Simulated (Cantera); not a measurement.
Charge: 1 mol SiCl4, 230 mol N2, equilibrated at 1525 K and 15.0 Torr.

Equilibrium computed with Cantera from the NASA thermochemical tables; the gas is ideal and each condensed phase is pure. Candidate condensed phases: Si, Si3N4; 13 gas species. The tables' values for SiCl3 are old estimates; treat these amounts as uncertain. The numbers say what is thermodynamically allowed, not how fast it happens.

Base state: N2 0.995, SiCl4 0.00355, Cl 0.00100, SiCl3 0.000533, SiCl2 0.000238 (mole fractions); condensed: gas only.

Q: What changes in the equilibrium state with this change: SiCl4 replaced by Si3H8?

A: 
| species | before | after |
|---|---|---|
| N2 | 0.995 | 0.983 |
| H2 | 0 | 0.0172 |
| H | 0 | 2.20e-5 |
| SiCl4 | 0.00355 | 0 |
| Cl | 0.00100 | 0 |
| SiCl3 | 0.000533 | 0 |
| SiCl2 | 0.000238 | 0 |
| Si3N4(s), mol | 0 | 1.000 |
The feed counts by its element totals alone.

Q: What changes in the equilibrium state with this change: SiCl4 replaced by SiHCl3?

A: 
```
species    before     after
-------  --------  --------
N2          0.995     0.992
SiCl2    0.000238   0.00394
HCl             0   0.00384
SiCl4     0.00355   6.74e-5
H2              0  0.000232
Cl        0.00100   3.38e-5
SiCl3    0.000533  0.000299
```
Further candidate phases: NH4Cl.
